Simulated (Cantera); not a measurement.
Input (Python, Cantera) and output of one run.

```python
import numpy as np
import cantera as ct

gas_names = """
    F F2 H HF H2 H2F2 H3F3 H4F4 H5F5 H6F6 H7F7 N NF NF2 NF3 NH NH2 NH3 N2 N2H2 N2H4 Si SiF SiF2 SiF3
    SiF4 SiH SiHF3 SiH2 SiH2F2 SiH3 SiH3F SiH4 SiN Si2 Si2N Si3
""".split()
cond_names = """
    Si(cr) Si(L) Si3N4(a)
""".split()


def load(file, names, dense=False):
    # The tables refer to 1 bar. Condensed volumes are neglected.
    table = {s.name: s for s in ct.Species.list_from_file(file)}
    out = []
    for n in names:
        d = dict(table[n].input_data)
        d["thermo"] = dict(d["thermo"], **{"reference-pressure": 1e5})
        if dense:
            d["equation-of-state"] = {"model": "constant-volume", "density": "1e6 g/cm^3"}
        out.append(ct.Species.from_dict(d))
    return out


gas = ct.Solution(thermo="ideal-gas", species=load("nasa_gas.yaml", gas_names))
cond = {s.name: ct.Solution(thermo="fixed-stoichiometry", species=[s], name=s.name)
        for s in load("nasa_condensed.yaml", cond_names, dense=True)}
atoms = {
    'Si': {'Si': 1},
    'HF': {'H': 1, 'F': 1},
    'N2': {'N': 2},
}
top_T = {'Si3N4(a)': 2400}  # K; cautious upper limits of use, not melting points


def equilibrate(T, P, feed):
    n = {}
    for name, mol in feed.items():
        for a, k in atoms[name].items():
            n[a] = n.get(a, 0.0) + k * mol
    gas.TPX = T, P, n
    mass = sum(n.values()) * gas.mean_molecular_weight
    gas.equilibrate("TP")
    valid = [c for c in cond.values() if c.min_temp <= T <= top_T.get(c.name, c.max_temp)]
    mix = ct.Mixture([(gas, mass / gas.mean_molecular_weight)] + [(c, 0.0) for c in valid])
    mix.T, mix.P = T, P
    mix.equilibrate("TP", solver="vcs", rtol=1e-11, max_steps=5000)
    return mix


results = []
feed = {'Si': 1, 'HF': 2.2, 'N2': 0.64}  # mol
T = 948.15  # K
P = 100000  # Pa
mix = equilibrate(T, P, feed)
results.append((T, P, feed, dict(zip(mix.species_names, mix.species_moles))))
print(gas.report(threshold=1e-06))
for i in range(1, mix.n_phases):
    print(f"{mix.phase(i).name:16s} {mix.phase_moles(i):12.5e} mol")
```

Output:

```
       temperature   948.15 K
          pressure   1e+05 Pa
           density   0.43981 kg/m^3
  mean mol. weight   34.672 kg/kmol
   phase of matter   gas

                          1 kg             1 kmol
                     ---------------   ---------------
          enthalpy       -1.1992e+07       -4.1578e+08  J
   internal energy       -1.2219e+07       -4.2367e+08  J
           entropy              7063        2.4489e+05  J/K
    Gibbs function       -1.8689e+07       -6.4797e+08  J
 heat capacity c_p            1450.6             50294  J/K
 heat capacity c_v            1210.8             41980  J/K

                      mass frac. Y      mole frac. X     chem. pot. / RT
                     ---------------   ---------------   ---------------
                HF         0.0001993         0.0003454             -65.1
                H2          0.032112           0.55226           -17.968
               NH3        6.9641e-05        0.00014177           -40.199
                N2           0.13802           0.17082           -26.493
              SiF3        3.6979e-06         1.507e-06           -188.92
              SiF4           0.82863           0.27604           -245.04
             SiHF3        0.00096479        0.00038857            -197.9
     [  +30 minor]        5.8375e-07        2.9762e-07

Si(cr)            0.00000e+00 mol
Si3N4(a)          1.49992e-01 mol
```

Equilibrium computed with Cantera from the NASA thermochemical tables; the gas is ideal and each condensed phase is pure. N2 is the only nitrogen source here; it is nearly inert below about 1500 K, so the nitride shown seldom forms there in practice.
